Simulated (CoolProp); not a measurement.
Saturated liquid density (kg/m³) of sulfur hexafluoride: the reference equation beside estimates from Tc = 45.6 °C, pc = 3755 kPa, ω = 0.210. Rackett uses Z = 0.29056 − 0.08775 ω.

Values from CoolProp's reference Helmholtz-energy equation of state, Guder 2009.

| T (°C) | reference | Rackett | van der Waals | Redlich-Kwong | Soave-Redlich-Kwong | Peng-Robinson |
|---|---|---|---|---|---|---|
| -21.15 | 1694 | 1748 | 1079 | 1529 | 1589 | 1803 |
| -16.25 | 1665 | 1717 | 1059 | 1493 | 1553 | 1763 |
| -11.35 | 1634 | 1685 | 1038 | 1456 | 1516 | 1720 |
| -6.45 | 1602 | 1651 | 1017 | 1417 | 1477 | 1676 |
| -1.55 | 1569 | 1616 | 994.1 | 1377 | 1435 | 1628 |
| 3.35 | 1534 | 1579 | 970.2 | 1334 | 1391 | 1577 |
| 8.25 | 1496 | 1539 | 944.9 | 1288 | 1344 | 1523 |
| 13.15 | 1455 | 1497 | 917.8 | 1240 | 1293 | 1464 |
| 18.05 | 1411 | 1452 | 888.5 | 1188 | 1238 | 1400 |
| 22.95 | 1362 | 1401 | 856.5 | 1131 | 1177 | 1329 |
| 27.85 | 1307 | 1345 | 820.9 | 1068 | 1110 | 1250 |
| 32.75 | 1242 | 1279 | 780.0 | 997.1 | 1033 | 1159 |

Absolute difference from the reference over all 12 rows, mean and median: Rackett 3.0 and 3.0 %, van der Waals 36.8 and 36.8 %, Redlich-Kwong 13.9 and 13.5 %, Soave-Redlich-Kwong 10.4 and 9.7 %, Peng-Robinson 3.8 and 4.1 %.
